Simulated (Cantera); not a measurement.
An adiabatic, constant-volume homogeneous reactor starts with CH3OH : O2 : N2 : H2O = 1 : 1.58 : 5.94 : 0.17 (molar parts), equivalence ratio 0.95, at 1250 K and 88000 Pa. Integrator tolerance rtol = 1e-08.

Cantera simulation using GRI-Mech 3.0 (53 species, 325 reactions); the numbers are that mechanism's predictions, not measurements. GRI-Mech 3.0 was tuned for natural gas; its chemistry of methanol as a main component is partial and can be far from experiment.

Question: How do the results move with these cheaper or finer settings: rtol 1e-08 to 0.0001; rtol 1e-08 to 1e-10; rtol 1e-08 to 0.01?

Answer: 
```csv
setting,time of steepest temperature rise,temperature at 9.00 s,equilibrium temperature,x(CH3OH) at 9.00 s,integrator steps
as above,4.53 ms,2768 K,2768 K,<1e-12,2017
rtol 1e-08 to 0.0001,4.53 ms,2768 K,2768 K,<1e-12,740
rtol 1e-08 to 1e-10,4.53 ms,2768 K,2768 K,<1e-12,2898
rtol 1e-08 to 0.01,4.49 ms,2809 K,2768 K,<1e-12,373
```
